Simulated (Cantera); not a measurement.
## Stirred combustor or abatement burner

A perfectly stirred reactor is fed with CH4 : O2 : N2 = 0.66 : 1.43 : 5.37 (molar parts), at 9.80 bar; it is adiabatic with a 500 K inlet, and is followed from long to short residence time, starting on the burning branch (τ in s: 0.034, 0.021, 0.012, 0.0075, 0.0045, 0.0027, 0.0016, 0.00099, 0.0006, 0.00036, 0.00022, 0.00013, 7.9e-05).

Computed with Cantera and GRI-Mech 3.0 (53 species, 325 reactions).

```tsv
τ (s)	T (K)	x CH4	x O2	x CO	x C2H	x CO2	x NO
0.034	2313	1.54e-6	0.0148	0.00302	<1e-12	0.0852	0.00221
0.021	2313	2.45e-6	0.0151	0.00309	1.70e-12	0.0851	0.00180
0.012	2313	4.17e-6	0.0154	0.00324	4.86e-12	0.0849	0.00135
0.0075	2311	6.48e-6	0.0156	0.00343	1.15e-11	0.0847	0.00103
0.0045	2308	1.03e-5	0.0160	0.00375	2.84e-11	0.0844	0.000771
0.0027	2303	1.62e-5	0.0163	0.00424	6.68e-11	0.0838	0.000581
0.0016	2296	2.52e-5	0.0168	0.00497	1.51e-10	0.0831	0.000446
0.00099	2286	3.72e-5	0.0174	0.00588	3.01e-10	0.0821	0.000360
0.00060	2273	5.51e-5	0.0183	0.00712	5.84e-10	0.0807	0.000296
0.00036	2255	8.16e-5	0.0193	0.00873	1.09e-9	0.0789	0.000246
0.00022	2234	0.000119	0.0206	0.0106	1.91e-9	0.0768	0.000208
0.00013	2206	0.000180	0.0222	0.0131	3.38e-9	0.0741	0.000173
7.9e-5	2173	0.000271	0.0243	0.0160	5.76e-9	0.0708	0.000143
```
x: mole fraction; the columns are a selection and need not sum to one.
